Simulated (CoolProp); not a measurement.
Properties of oxygen at several states.

Model: reference Helmholtz-energy equation of state, Schmidt 1985, in CoolProp. Above 300 K oxygen's equation is extrapolated.

```
T (°C)   p (bar)          phase  density (kg/m³)  Joule-Thomson coefficient (K/MPa)  expansivity (1/kK)  Prandtl number
-------  -------  -------------  ---------------  ---------------------------------  ------------------  --------------
-154.05     10.1         liquid            979.9                           -0.09375               6.921            1.75
-4.45       36.3            gas            53.91                              3.040               4.328           0.758
153.35      0.45            gas           0.4061                              1.206               2.346           0.716
302.65       223  supercritical            139.9                             0.1596               1.778           0.764
351.65       1.4            gas           0.8621                             0.2847               1.601           0.733
```

Viscosity comes from a separate model (Lemmon 2004). Thermal conductivity comes from a separate model (Lemmon 2004).
